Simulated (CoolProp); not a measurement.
Vapour pressure (MPa) of ethanol: the reference equation beside estimates from Tc = 514.7 K, pc = 6.268 MPa, ω = 0.644. Clausius-Clapeyron is anchored at 395.1 K with a constant enthalpy of vaporisation of 35.17 kJ/mol.

The numbers come from the reference Helmholtz-energy equation of state, Schroeder 2014 in CoolProp.

| T (K) | reference | Lee-Kesler | Clausius-Clapeyron | van der Waals | Redlich-Kwong | Soave-Redlich-Kwong | Peng-Robinson |
|---|---|---|---|---|---|---|---|
| 363.3 | 0.1582 | 0.1590 | 0.1775 | 1.311 | 0.5876 | 0.1593 | 0.1635 |
| 379.2 | 0.2748 | 0.2761 | 0.2892 | 1.623 | 0.8318 | 0.2775 | 0.2816 |
| 395.1 | 0.4532 | 0.4533 | 0.4532 | 1.979 | 1.140 | 0.4572 | 0.4600 |
| 411 | 0.7138 | 0.7094 | 0.6857 | 2.382 | 1.521 | 0.7185 | 0.7183 |
| 426.9 | 1.080 | 1.066 | 1.006 | 2.833 | 1.982 | 1.084 | 1.079 |
| 442.9 | 1.579 | 1.551 | 1.439 | 3.338 | 2.533 | 1.583 | 1.571 |
| 458.8 | 2.233 | 2.188 | 2.004 | 3.891 | 3.175 | 2.238 | 2.218 |
| 474.7 | 3.071 | 3.014 | 2.729 | 4.498 | 3.917 | 3.081 | 3.056 |
| 490.6 | 4.128 | 4.075 | 3.643 | 5.159 | 4.765 | 4.147 | 4.121 |

Absolute difference from the reference over all 9 rows, mean and median: Lee-Kesler 1.1 and 1.3 %, Clausius-Clapeyron 7.8 and 8.9 %, van der Waals 245.5 and 162.3 %, Redlich-Kwong 107.5 and 83.5 %, Soave-Redlich-Kwong 0.5 and 0.5 %, Peng-Robinson 1.1 and 0.6 %.
